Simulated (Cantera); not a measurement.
What does this Cantera script print?

```python
import numpy as np
import cantera as ct

gas_names = """
    H H2 N NH NH2 NH3 N2 N2H2 N2H4 Si SiH SiH2 SiH3 SiH4 SiN Si2 Si2N Si3
""".split()
cond_names = """
    Si(cr) Si(L) Si3N4(a)
""".split()


# ... load() reads the species with a 1 bar reference pressure and builds the phases ...
atoms = {
    'Si3N4': {'Si': 3, 'N': 4},
    'Si': {'Si': 1},
    'H2': {'H': 2},
}
top_T = {'Si3N4(a)': 2400}  # K; cautious upper limits of use, not melting points


# ... equilibrate(T, P, feed) seeds the gas with the atoms and calls Mixture.equilibrate('TP', solver="gibbs", rtol=1e-10, max_steps=50000) ...
results = []
feed = {'Si3N4': 1, 'Si': 0.0022, 'H2': 4.7}  # mol
for P in [1, 7.2, 52, 370, 2700, 19000, 140000, 1000000]:
    for T in [1575, 1675, 1775, 1875, 1975, 2075, 2175, 2275, 2375, 2475, 2575, 2675, 2775]:
        mix = equilibrate(T, P, feed)
        results.append((T, P, feed, dict(zip(mix.species_names, mix.species_moles))))

for T, P, feed, n in results:
    print(f"{T:7g} {P:10.4g}  " + (" + ".join(c for c in cond_names if n.get(c, 0) > 1e-12) or "gas only"))
```

Output:

```
   1575          1  Si(cr)
   1675          1  Si(cr)
   1775          1  Si(L)
   1875          1  gas only
   1975          1  gas only
   2075          1  gas only
   2175          1  gas only
   2275          1  gas only
   2375          1  gas only
   2475          1  gas only
   2575          1  gas only
   2675          1  gas only
   2775          1  gas only
   1575        7.2  Si(cr)
   1675        7.2  Si(cr)
   1775        7.2  Si(L)
   1875        7.2  Si(L)
   1975        7.2  gas only
   2075        7.2  gas only
   2175        7.2  gas only
   2275        7.2  gas only
   2375        7.2  gas only
   2475        7.2  gas only
   2575        7.2  gas only
   2675        7.2  gas only
   2775        7.2  gas only
   1575         52  Si(cr)
   1675         52  Si(cr)
   1775         52  Si(L)
   1875         52  Si(L)
   1975         52  Si(L)
   2075         52  Si(L)
   2175         52  gas only
   2275         52  gas only
   2375         52  gas only
   2475         52  gas only
   2575         52  gas only
   2675         52  gas only
   2775         52  gas only
   1575        370  Si(cr) + Si3N4(a)
   1675        370  Si(cr) + Si3N4(a)
   1775        370  Si(L)
   1875        370  Si(L)
   1975        370  Si(L)
   2075        370  Si(L)
   2175        370  Si(L)
   2275        370  Si(L)
   2375        370  gas only
   2475        370  gas only
   2575        370  gas only
   2675        370  gas only
   2775        370  gas only
   1575       2700  Si(cr) + Si3N4(a)
   1675       2700  Si(cr) + Si3N4(a)
   1775       2700  Si(L) + Si3N4(a)
   1875       2700  Si(L)
   1975       2700  Si(L)
   2075       2700  Si(L)
   2175       2700  Si(L)
   2275       2700  Si(L)
   2375       2700  Si(L)
   2475       2700  Si(L)
   2575       2700  gas only
   2675       2700  gas only
   2775       2700  gas only
   1575    1.9e+04  Si(cr) + Si3N4(a)
   1675    1.9e+04  Si(cr) + Si3N4(a)
   1775    1.9e+04  Si(L) + Si3N4(a)
   1875    1.9e+04  Si(L) + Si3N4(a)
   1975    1.9e+04  Si(L)
   2075    1.9e+04  Si(L)
   2175    1.9e+04  Si(L)
   2275    1.9e+04  Si(L)
   2375    1.9e+04  Si(L)
   2475    1.9e+04  Si(L)
   2575    1.9e+04  Si(L)
   2675    1.9e+04  Si(L)
   2775    1.9e+04  Si(L)
   1575    1.4e+05  Si(cr) + Si3N4(a)
   1675    1.4e+05  Si(cr) + Si3N4(a)
   1775    1.4e+05  Si(L) + Si3N4(a)
   1875    1.4e+05  Si(L) + Si3N4(a)
   1975    1.4e+05  Si(L) + Si3N4(a)
   2075    1.4e+05  Si(L)
   2175    1.4e+05  Si(L)
   2275    1.4e+05  Si(L)
   2375    1.4e+05  Si(L)
   2475    1.4e+05  Si(L)
   2575    1.4e+05  Si(L)
   2675    1.4e+05  Si(L)
   2775    1.4e+05  Si(L)
   1575      1e+06  Si(cr) + Si3N4(a)
   1675      1e+06  Si(cr) + Si3N4(a)
   1775      1e+06  Si(L) + Si3N4(a)
   1875      1e+06  Si(L) + Si3N4(a)
   1975      1e+06  Si(L) + Si3N4(a)
   2075      1e+06  Si(L) + Si3N4(a)
   2175      1e+06  Si(L) + Si3N4(a)
   2275      1e+06  Si(L)
   2375      1e+06  Si(L)
   2475      1e+06  Si(L)
   2575      1e+06  Si(L)
   2675      1e+06  Si(L)
   2775      1e+06  Si(L)
```

Cantera equilibrium calculation (NASA polynomials, part measured and part estimated; ideal gas, pure solids and liquids). Mutual solubility and eutectic melting of coexisting phases are not modelled.
